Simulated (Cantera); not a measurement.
Charge: 1 mol BN, 0.52 mol O₂.

These are equilibrium values from Cantera (NASA tables, ideal gas, pure condensed phases), not measurements of a reactor. Candidate condensed phases: B, BN, B₂O₃; 17 gas species. Mutual solubility and eutectic melting of coexisting phases are not modelled. The numbers say what is thermodynamically allowed, not how fast it happens.

Stable condensed phases, one row left out:

```
T in K \ P in Pa
              1    5.2     27    140    720   3700  19000 100000
   1925       A      A      A      B      B      B      C      C
   1875       A      A      A      B      B      C      C      C
   1850       A      A      A      B      B      C      C      C
   1825       A      A      B      B      B      C      C      C
   1800       A      A      B      B      B      C      C      C
   1775       A      A      B      B      C      C      C      C
   1750       A      A      B      B      C      C      C      C
   1725       A      A      B      B      C      C      C      C
   1700       A      B      B      B      C      C      C      C
```

A: gas only; B: BN; C: BN + B₂O₃.

Question: Give the row for 1900 K.

Answer: 1: gas only; 5.2: gas only; 27: gas only; 140: BN; 720: BN; 3700: BN + B₂O₃; 19000: BN + B₂O₃; 100000: BN + B₂O₃.
